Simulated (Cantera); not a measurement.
An isothermal, constant-pressure homogeneous reactor starts with C2H6 : H2 = 1 : 26 (molar parts), at 1600 K and 0.000140 bar.

Cantera simulation using GRI-Mech 3.0 (53 species, 325 reactions); the numbers are that mechanism's predictions, not measurements. GRI-Mech 3.0 stops at C3 and has no aromatics, soot or wall deposition, so with more carbon than oxygen in the feed, carbon stays in small species such as C2H2 where larger ones or solid carbon would form. Radical loss at walls, strong at low pressure, is not modelled.

Task: Predict: x(C2H6) at 200 s; x(H2) at 200 s; x(C2H) at 200 s; x(CH2) at 200 s; x(CH4) at 200 s; x(H) at 200 s; x(C2H4) at 200 s.

Result: 
```json
{
  "x(C2H6) at 200 s": "1.13e-7 (gas-phase equilibrium <1e-12)",
  "x(H2) at 200 s": "0.960 (gas-phase equilibrium 0.961)",
  "x(C2H) at 200 s": "1.47e-7 (gas-phase equilibrium 5.45e-7)",
  "x(CH2) at 200 s": "2.93e-7 (gas-phase equilibrium 3.18e-9)",
  "x(CH4) at 200 s": "0.00823 (gas-phase equilibrium 7.55e-6)",
  "x(H) at 200 s": "0.00138 (gas-phase equilibrium 0.00454)",
  "x(C2H4) at 200 s": "9.90e-6 (gas-phase equilibrium 5.11e-7)"
}
```
